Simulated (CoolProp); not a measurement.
Model: reference Helmholtz-energy equation of state, Lemmon 2006, in CoolProp. It is a short technical equation, of lower accuracy than the large ones.

Question: Give the vapour pressure (kPa), liquid density (kg/m³), liquid cp (kJ/(kg K)) of saturated carbonyl sulfide at 300.2, 324 K.

Answer: 
| T (K) | p (kPa) | liquid density (kg/m³) | liquid cp (kJ/(kg K)) |
|---|---|---|---|
| 300.2 | 1350 | 984 | 1.38 |
| 324 | 2310 | 907 | 1.54 |
